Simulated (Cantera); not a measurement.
An isothermal, constant-pressure homogeneous reactor starts with 3.57 % H₂, 96.4 % O₂, at 1323 K and 0.0380 bar.

Computed with Cantera and GRI-Mech 3.0 (53 species, 325 reactions). Radical loss at walls, strong at low pressure, is not modelled. The temperature is held fixed by assumption; the heat of reaction is taken as removed at once.

x: mole fraction; the columns are a selection and need not sum to one.

| t (s) | x H₂ | x O₂ | x H₂O | x H | x H₂O₂ | x OH | x O |
|---|---|---|---|---|---|---|---|
| 1.00e-5 | 0.0357 | 0.964 | 3.75e-10 | 4.89e-9 | <1e-12 | (withheld) | 2.89e-9 |
| 2.42e-5 | 0.0357 | 0.964 | 3.98e-9 | 9.25e-9 | 4.76e-12 | (withheld) | 1.27e-8 |
| 5.88e-5 | 0.0357 | 0.964 | 3.98e-8 | 2.42e-8 | 2.77e-11 | (withheld) | 5.90e-8 |
| 0.000143 | 0.0357 | 0.964 | 5.94e-7 | 1.70e-7 | 1.60e-10 | (withheld) | 5.28e-7 |
| 0.000346 | 0.0356 | 0.964 | 6.15e-5 | 1.45e-5 | 1.08e-9 | (withheld) | 4.70e-5 |
| 0.000838 | 0.00223 | 0.936 | 0.0285 | 0.00461 | 2.61e-7 | (withheld) | 0.0229 |
| 0.00203 | 0.000420 | 0.937 | 0.0321 | 0.00298 | 1.34e-7 | (withheld) | 0.0241 |
| 0.00492 | 0.000332 | 0.943 | 0.0330 | 0.00205 | 1.30e-7 | (withheld) | 0.0187 |
| 0.0119 | 0.000200 | 0.951 | 0.0342 | 0.000932 | 1.17e-7 | (withheld) | 0.0110 |
| 0.0289 | 8.02e-5 | 0.959 | 0.0353 | 0.000231 | 8.79e-8 | (withheld) | 0.00433 |
| 0.0702 | 2.18e-5 | 0.962 | 0.0359 | 3.24e-5 | 5.06e-8 | (withheld) | 0.00117 |
| 0.170 | 4.90e-6 | 0.963 | 0.0361 | 3.47e-6 | 2.29e-8 | (withheld) | 0.000262 |
| 0.412 | 1.13e-6 | 0.964 | 0.0362 | 3.85e-7 | 8.87e-9 | (withheld) | 6.05e-5 |
| 1.00 | 2.94e-7 | 0.964 | 0.0363 | 5.17e-8 | 3.26e-9 | (withheld) | 1.58e-5 |

Question: Some entries are withheld; supply them.

Answer: 
- 1.00e-5, x OH: 2.76e-9
- 2.42e-5, x OH: 1.14e-8
- 5.88e-5, x OH: 4.87e-8
- 0.000143, x OH: 4.10e-7
- 0.000346, x OH: 3.61e-5
- 0.000838, x OH: 0.00536
- 0.00203, x OH: 0.00345
- 0.00492, x OH: 0.00308
- 0.0119, x OH: 0.00240
- 0.0289, x OH: 0.00152
- 0.0702, x OH: 0.000797
- 0.170, x OH: 0.000380
- 0.412, x OH: 0.000183
- 1.00, x OH: 9.37e-5
